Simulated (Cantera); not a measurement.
# Si + Cl2 + H2 (chlorosilane synthesis and conversion)

Feed: 1 mol Si, 0.83 mol Cl2, 1.9 mol H2, equilibrated at 1 atm.

Method: chemical equilibrium by Gibbs-energy minimisation in Cantera with the NASA 1993 tables (ideal gas, pure condensed phases). Candidate condensed phases: Si; 19 gas species. The tables' values for SiCl3 are old estimates; treat these amounts as uncertain. Rates play no part.

From 800 K to 1000 K the condensed part is Si(s). The main Si-bearing gas is SiCl4 throughout.

```tsv
T (K)	x H2	x SiCl4	x SiHCl3	x HCl	x SiH2Cl2	x SiCl3	x SiCl2	x SiH3Cl	n Si(s)
800	0.798	0.129	0.0684	0.00136	0.00293	5.27e-5	2.39e-6	2.88e-5	0.543
825	0.798	0.130	0.0678	0.00189	0.00299	8.52e-5	4.94e-6	3.09e-5	0.544
850	0.797	0.130	0.0671	0.00256	0.00305	0.000134	9.77e-6	3.30e-5	0.545
875	0.797	0.130	0.0665	0.00341	0.00311	0.000204	1.86e-5	3.50e-5	0.545
900	0.796	0.130	0.0658	0.00447	0.00316	0.000305	3.41e-5	3.70e-5	0.546
925	0.795	0.130	0.0651	0.00577	0.00321	0.000444	6.03e-5	3.90e-5	0.547
950	0.794	0.130	0.0644	0.00734	0.00325	0.000635	0.000104	4.09e-5	0.548
975	0.793	0.129	0.0637	0.00922	0.00328	0.000889	0.000173	4.27e-5	0.549
1000	0.792	0.129	0.0629	0.0114	0.00331	0.00122	0.000281	4.45e-5	0.551
```
x: gas mole fraction; n: condensed amount in mol.
